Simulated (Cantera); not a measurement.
Adiabatic ignition

An adiabatic, constant-volume homogeneous reactor starts with 1.41 % CO, 1.09 % H₂, 1.41 % CH₄, 9.07 % O₂, 87.0 % N₂, equivalence ratio 0.45, at 1650 K and 1000000 Pa.

Cantera simulation using GRI-Mech 3.0 (53 species, 325 reactions); the numbers are that mechanism's predictions, not measurements.

```json
[
 {"t (s)": "4.00e-6", "T (K)": "1650", "P (bar)": "10.0", "x CO": "0.0141", "x H₂": "0.0109", "x CH₄": "0.0141", "x OH": "2.17e-6", "x CO₂": "2.59e-6", "x H₂O₂": "3.27e-8"},
 {"t (s)": "1.46e-5", "T (K)": "1718", "P (bar)": "10.4", "x CO": "0.0162", "x H₂": "0.0100", "x CH₄": "0.00880", "x OH": "0.000259", "x CO₂": "0.000599", "x H₂O₂": "2.99e-6"},
 {"t (s)": "5.31e-5", "T (K)": "2249", "P (bar)": "13.5", "x CO": "0.00121", "x H₂": "0.000171", "x CH₄": "<1e-12", "x OH": "0.00204", "x CO₂": "0.0274", "x H₂O₂": "1.65e-7"},
 {"t (s)": "0.000193", "T (K)": "2263", "P (bar)": "13.6", "x CO": "0.000319", "x H₂": "7.95e-5", "x CH₄": "<1e-12", "x OH": "0.00145", "x CO₂": "0.0283", "x H₂O₂": "1.29e-7"},
 {"t (s)": "0.000705", "T (K)": "2263", "P (bar)": "13.6", "x CO": "0.000317", "x H₂": "7.93e-5", "x CH₄": "<1e-12", "x OH": "0.00145", "x CO₂": "0.0283", "x H₂O₂": "1.29e-7"},
 {"t (s)": "0.00257", "T (K)": "2262", "P (bar)": "13.5", "x CO": "0.000315", "x H₂": "7.90e-5", "x CH₄": "<1e-12", "x OH": "0.00144", "x CO₂": "0.0283", "x H₂O₂": "1.28e-7"},
 {"t (s)": "0.00935", "T (K)": "2258", "P (bar)": "13.5", "x CO": "0.000311", "x H₂": "7.80e-5", "x CH₄": "<1e-12", "x OH": "0.00142", "x CO₂": "0.0283", "x H₂O₂": "1.26e-7"},
 {"t (s)": "0.0341", "T (K)": "2251", "P (bar)": "13.5", "x CO": "0.000300", "x H₂": "7.56e-5", "x CH₄": "<1e-12", "x OH": "0.00137", "x CO₂": "0.0283", "x H₂O₂": "1.22e-7"},
 {"t (s)": "0.124", "T (K)": "2244", "P (bar)": "13.4", "x CO": "0.000291", "x H₂": "7.36e-5", "x CH₄": "<1e-12", "x OH": "0.00133", "x CO₂": "0.0283", "x H₂O₂": "1.18e-7"},
 {"t (s)": "0.452", "T (K)": "2243", "P (bar)": "13.4", "x CO": "0.000290", "x H₂": "7.35e-5", "x CH₄": "<1e-12", "x OH": "0.00133", "x CO₂": "0.0283", "x H₂O₂": "1.18e-7"},
 {"t (s)": "1.65", "T (K)": "2243", "P (bar)": "13.4", "x CO": "0.000290", "x H₂": "7.35e-5", "x CH₄": "<1e-12", "x OH": "0.00133", "x CO₂": "0.0283", "x H₂O₂": "1.18e-7"},
 {"t (s)": "6.00", "T (K)": "2243", "P (bar)": "13.4", "x CO": "0.000290", "x H₂": "7.35e-5", "x CH₄": "<1e-12", "x OH": "0.00133", "x CO₂": "0.0283", "x H₂O₂": "1.18e-7"}
]
```
x: mole fraction; the columns are a selection and need not sum to one.

```yaml
time_of_steepest_temperature_rise: 17.4 µs
temperature at 6.00 s: 2243 K
equilibrium_temperature: 2243 K
x(CO) at 6.00 s: 0.000290 (gas-phase equilibrium 0.000290)
x(H₂) at 6.00 s: 7.35e-5 (gas-phase equilibrium 7.35e-5)
x(CH₄) at 6.00 s: <1e-12 (gas-phase equilibrium <1e-12)
```
